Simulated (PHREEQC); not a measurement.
A PHREEQC input (ion-association model, wateq4f.dat):

```
SOLUTION 1
  temp 25
  units mg/kgw
  pH 7.55
  pe 12.2
  Na 356
  K 28.2
  Ca 145
  Mg 106
  Cl 935
  S(6) 52.6 as SO4
  Alkalinity 254 as HCO3 charge
  Li 0.106
  F 1.09
  Si 2.65 as SiO2
  Cu(2) 0.278
  Cd 23.5
  Ba 2.75
END
USE solution 1
EQUILIBRIUM_PHASES 1
  Quartz 0 0.5
  CO2(g) -2.5 10
END
```

It stops with these messages:

```
ERROR: Alkalinity cannot be used with charge balance or solution phase boundary constraints.
ERROR: Program terminating due to input errors.
```

The fault: charge balance asked on alkalinity. The line should read `as HCO3` where the input has `as HCO3 charge`. With the mend the run ends at pH 7.83 and ionic strength 0.0395 mol/kgw.
